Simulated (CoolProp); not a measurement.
Vapour pressure (MPa) of n-perfluorohexane: the reference equation beside estimates from Tc = 174.9 °C, pc = 1.742 MPa, ω = 0.497. Clausius-Clapeyron is anchored at -22.65 °C with a constant enthalpy of vaporisation of 35.47 kJ/mol.

The numbers come from the reference Helmholtz-energy equation of state, Gao 2022 in CoolProp.

```
T (°C)  reference  Lee-Kesler  Clausius-Clapeyron  Redlich-Kwong  Soave-Redlich-Kwong
------  ---------  ----------  ------------------  -------------  -------------------
-44.85  0.0003941   0.0004050           0.0004133       0.005100            0.0004102
-33.75  0.0009709   0.0009834           0.0009831       0.009444            0.0009941
-22.65   0.002165    0.002173            0.002165        0.01633             0.002192
-11.45   0.004462    0.004455            0.004489     (withheld)             0.004481
-0.35    0.008484    0.008452          (withheld)        0.04158             0.008481
10.75     0.01514     0.01508             0.01606        0.06191              0.01510
21.85     0.02557     0.02549             0.02827        0.08890              0.02550
32.95     0.04118     0.04112             0.04776         0.1237              0.04110
44.05     0.06361     0.06362             0.07779         0.1676              0.06361
55.25     0.09505     0.09524              0.1231         0.2221              0.09531
66.35      0.1371      0.1375              0.1882         0.2876               0.1379
77.45      0.1922      0.1931              0.2801         0.3655               0.1941
88.55      0.2629      0.2643          (withheld)         0.4570               0.2665
99.65      0.3520      0.3541              0.5782         0.5631               0.3581
```

Problem. What belongs in the gaps?

Solution. 
- -11.45, Redlich-Kwong: 0.02677
- -0.35, Clausius-Clapeyron: 0.008713
- 88.55, Clausius-Clapeyron: 0.4070

Absolute difference from the reference over all 14 rows, mean and median: Lee-Kesler 0.6 and 0.4 %, Clausius-Clapeyron 21.1 and 13.3 %, Redlich-Kwong 357.1 and 224.0 %, Soave-Redlich-Kwong 1.0 and 0.5 %.
